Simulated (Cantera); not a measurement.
Charge: 1 mol Si3N4, 0.24 mol CO2, 42 mol N2, held at 802 °C.

These are equilibrium values from Cantera (NASA tables, ideal gas, pure condensed phases), not measurements of a reactor. Candidate condensed phases: C, Si, SiC, SiO2, Si2N2O, Si3N4; 34 gas species. Mutual solubility and eutectic melting of coexisting phases are not modelled. Kinetics and transport are ignored.

log p: log10 of the partial pressure in bar; n: condensed amount in mol.

| P (Pa) | log p N2 | log p CO | log p SiO | n SiC(s) | n Si2N2O(s) | n Si3N4(s) | n C(graphite) |
|---|---|---|---|---|---|---|---|
| 0.100 | -6.00 | [?] | -13.52 | 0.240 | 0.480 | 0.600 | 0 |
| 0.750 | -5.12 | [?] | -13.81 | 0.240 | 0.480 | 0.600 | 0 |
| 5.60 | -4.25 | [?] | -14.10 | 0 | 0.480 | 0.680 | 0.240 |
| 42 | -3.38 | [?] | -14.39 | 0 | 0.480 | 0.680 | 0.240 |
| 320 | -2.49 | [?] | <-14 | 0 | 0.480 | 0.680 | 0.240 |
| 2400 | -1.62 | [?] | <-13 | 0 | 0.480 | 0.680 | 0.240 |
| 18000 | -0.74 | [?] | <-12 | 0 | 0.480 | 0.680 | 0.240 |
| 130000 | 0.11 | [?] | <-11 | 0 | 0.480 | 0.680 | 0.240 |
| 1000000 | 1.00 | [?] | <-11 | 0 | 0.480 | 0.680 | 0.240 |

Problem. Fill in the missing entries.

Solution. 
- 0.100, log p CO: -11.44
- 0.750, log p CO: -10.56
- 5.60, log p CO: -10.00
- 42, log p CO: -9.70
- 320, log p CO: -9.41
- 2400, log p CO: -9.12
- 18000, log p CO: -8.83
- 130000, log p CO: -8.54
- 1000000, log p CO: -8.24
